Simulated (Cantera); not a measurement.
An adiabatic, constant-volume homogeneous reactor starts with 19.5 % CH₄, 16.9 % O₂, 63.6 % N₂, at 1200 K and 0.642 atm.

Model: GRI-Mech 3.0 (53 species, 325 reactions), integrated in Cantera.

One state of this run: T (K) = 2387; P (bar) = 1.58; x CH₄ = 1.71e-10; x O₂ = 1.79e-6; x OH = 0.000494; x NO₂ = 2.56e-10; x O = 8.66e-6; x C₂H₄ = <1e-12. x: mole fraction; the columns are a selection and need not sum to one.

**Question.** Which value of t (s) does it belong to?
A) 6.62e-5
B) 0.118
C) 0.0181
D) 0.0462

**Answer.** B, 0.118
